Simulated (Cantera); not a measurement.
A closed system holds: 1 mol SiCl₄, 6.5 mol H₂, held at 690000 Pa.

These are equilibrium values from Cantera (NASA tables, ideal gas, pure condensed phases), not measurements of a reactor. Candidate condensed phases: Si; 19 gas species. The tables' values for SiCl₃ are old estimates; treat these amounts as uncertain. Kinetics and transport are ignored. All values below are at 825 °C.

Base state: H₂ 0.830, SiCl₄ 0.0984, HCl 0.0363, SiHCl₃ 0.0327, SiH₂Cl₂ 0.00130, SiCl₃ 0.000749, SiCl₂ 8.01e-5, SiH₃Cl 1.38e-5 (mole fractions); condensed: gas only.

**Question.** What changes in the equilibrium state with this change: SiCl₄ replaced by Si?

**Answer.** 
```json
[
 {"species": "H₂", "before": "0.830", "after": "1.000"},
 {"species": "SiCl₄", "before": "0.0984", "after": "0"},
 {"species": "HCl", "before": "0.0363", "after": "0"},
 {"species": "SiHCl₃", "before": "0.0327", "after": "0"},
 {"species": "SiH₂Cl₂", "before": "0.00130", "after": "0"},
 {"species": "SiCl₃", "before": "0.000749", "after": "0"},
 {"species": "SiCl₂", "before": "8.01e-5", "after": "0"},
 {"species": "SiH₃Cl", "before": "1.38e-5", "after": "0"},
 {"species": "Si(s), mol", "before": "0", "after": "1.000"}
]
```
